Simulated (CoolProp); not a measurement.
Vapour-liquid equilibrium of n-pentane (1) + acetone (2) at 0.319 MPa; x and y are mole fractions of (1).

Values from CoolProp's multi-fluid Helmholtz-energy mixture model, Thol 2019 and Lemmon 2006; pair parameters Bell 2016.

```csv
x,bubble temperature (K),y at the bubble point,dew temperature at overall composition x (K),liquid density (mol/L)
0.05,360.8,0.187,365.6,11.86
0.15,352.6,0.399,(withheld),(withheld)
0.25,348.2,0.506,358.4,10.82
0.35,345.8,0.569,354.5,10.31
0.45,344.4,0.612,(withheld),9.831
0.55,343.6,0.648,346.5,9.396
0.65,343.2,0.686,343.6,(withheld)
0.75,343.1,0.732,343.2,8.652
0.85,343.7,0.799,344.5,8.331
0.95,345.7,0.911,346.5,8.029
```

Q: Some entries are withheld; supply them.

A: 
- 0.15, dew temperature at overall composition x (K): 362.1
- 0.15, liquid density (mol/L): 11.35
- 0.45, dew temperature at overall composition x (K): 350.5
- 0.65, liquid density (mol/L): 9.004

y crosses x between x = 0.65 and 0.75: the model has an azeotrope there.

Pair parameters are fitted to limited data, so mixtures are less certain than the pure fluids.
